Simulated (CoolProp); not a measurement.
The fluid at 298.15 K and 15.6 MPa (liquid) is heated at constant pressure to 330.3 K. The same conditions are run with several fluids, on thermodynamics alone (safety and materials aside).

Values from CoolProp's reference Helmholtz-energy equation of state of each fluid (carbonyl sulfide: Lemmon 2006; cyclopentane: Gedanitz 2015; n-decane: Lemmon 2006; neopentane: Lemmon 2006; propyne: Polt 1992). The equations of Platzer and Polt are older, rougher fits.

```
fluid             heat (kJ/kg)  final density (kg/m³)
----------------  ------------  ---------------------
carbonyl sulfide    (withheld)             (withheld)
cyclopentane              59.6                    725
n-decane            (withheld)             (withheld)
neopentane          (withheld)                    578
propyne             (withheld)             (withheld)
```

**Question.** Some entries are withheld; supply them.

**Answer.** 
- carbonyl sulfide, heat (kJ/kg): 41.4
- carbonyl sulfide, final density (kg/m³): 959
- n-decane, heat (kJ/kg): 72.0
- n-decane, final density (kg/m³): 715
- neopentane, heat (kJ/kg): 74.4
- propyne, heat (kJ/kg): 75.4
- propyne, final density (kg/m³): 588
